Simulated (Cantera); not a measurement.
## Moist CO burnout

An isothermal, constant-pressure homogeneous reactor starts with CO : O2 : H2O : N2 = 0.012 : 0.073 : 0.0029 : 1 (molar parts), at 1000 K and 128 Torr.

Cantera simulation using GRI-Mech 3.0 (53 species, 325 reactions); the numbers are that mechanism's predictions, not measurements.

```
t (s)         x CO    x O2    x H2O      x OH     x CO2
--------  --------  ------  -------  --------  --------
2.00e-6     0.0110  0.0671  0.00267    <1e-12    <1e-12
6.59e-6     0.0110  0.0671  0.00267    <1e-12    <1e-12
2.17e-5     0.0110  0.0671  0.00267    <1e-12  2.94e-12
7.17e-5     0.0110  0.0671  0.00267    <1e-12  9.70e-12
0.000236    0.0110  0.0671  0.00267    <1e-12  3.20e-11
0.000779    0.0110  0.0671  0.00267    <1e-12  1.07e-10
0.00257     0.0110  0.0671  0.00267  6.48e-12  3.82e-10
0.00847     0.0110  0.0671  0.00267  4.60e-11   1.93e-9
0.0279      0.0110  0.0671  0.00267  8.00e-10   3.44e-8
0.0920      0.0107  0.0669  0.00265   9.02e-6  0.000356
0.303      0.00215  0.0629  0.00266   1.21e-5   0.00893
1.00      0.000241  0.0620  0.00268   4.34e-6    0.0108
```
x: mole fraction; the columns are a selection and need not sum to one.

Equilibrium at this temperature and pressure: CO 6.63e-12, O2 0.0619, H2O 0.00268, OH 2.17e-8, CO2 0.0111 (gas phase only).
